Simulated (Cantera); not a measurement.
# MgO + CO + H2 (carbothermic reduction)

Charge: 1 mol MgO, 1.4 mol CO, 1.5 mol H2, held at 1.00 bar.

Cantera equilibrium calculation (NASA polynomials, part measured and part estimated; ideal gas, pure solids and liquids). Candidate condensed phases: C, C6H6, C7H8, C8H18, H2O, Mg, MgCO3, MgO, Mg(OH)2; 116 gas species. The tables' values for MgH are old estimates; treat these amounts as uncertain. Kinetics and transport are ignored.

From 1650 K to 2100 K the condensed part is MgO(s). The main Mg-bearing gas is Mg throughout. The share of Mg in condensed phases is highest at 1650 K (100.0 %) and lowest at 2100 K (98.2 %).

```tsv
T (K)	log p H2	log p CO	log p Mg	log p H2O	log p H	log p CO2	log p CH4	n MgO(s)
1650	-0.29	-0.32	-4.15	-3.60	-4.19	-4.14	-3.64	1.000
1700	-0.29	-0.32	-3.73	-3.58	-3.98	-4.14	-3.88	0.999
1750	-0.29	-0.32	-3.43	-3.45	-3.78	-4.04	-4.20	0.999
1800	-0.29	-0.32	-3.21	-3.28	-3.59	-3.89	-4.56	0.998
1850	-0.29	-0.32	-3.02	-3.10	-3.41	-3.73	-4.92	0.997
1900	-0.29	-0.32	-2.84	-2.92	-3.24	-3.57	-5.26	0.996
1950	-0.29	-0.32	-2.67	-2.75	-3.09	-3.42	-5.59	0.994
2000	-0.29	-0.32	-2.52	-2.59	-2.93	-3.28	-5.90	0.991
2050	-0.29	-0.32	-2.37	-2.44	-2.79	-3.15	-6.20	0.987
2100	-0.29	-0.32	-2.23	-2.30	-2.65	-3.02	-6.48	0.982
```
log p: log10 of the partial pressure in bar; n: condensed amount in mol.
